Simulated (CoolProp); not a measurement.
C2F6 (R116) at several states: Z from the reference equation and from simpler models built on Tc = 19.9 °C, pc = 30.48 bar, ω = 0.257; each cubic takes its own stable root.

Model: reference Helmholtz-energy equation of state, Lemmon 2006, in CoolProp. It is a short technical equation, of lower accuracy than the large ones.

```
T (°C)  p (bar)          phase  reference
------  -------  -------------  ---------
-64.55     10.6         liquid    0.05448
92.95      2.63            gas     0.9869
128.85     35.6  supercritical     0.8826
```

**Question.** How far does each simpler model (van der Waals, Soave-Redlich-Kwong, Peng-Robinson) lie from the reference over these 3 states: mean and median of the absolute difference, and the worst?

**Answer.** 
- van der Waals: mean 21.2 %, median 5.7 %, worst +57.8 % at -64.55 °C and 10.6 bar
- Soave-Redlich-Kwong: mean 1.9 %, median 1.0 %, worst +4.8 % at -64.55 °C and 10.6 bar
- Peng-Robinson: mean 3.2 %, median 1.9 %, worst -7.4 % at -64.55 °C and 10.6 bar
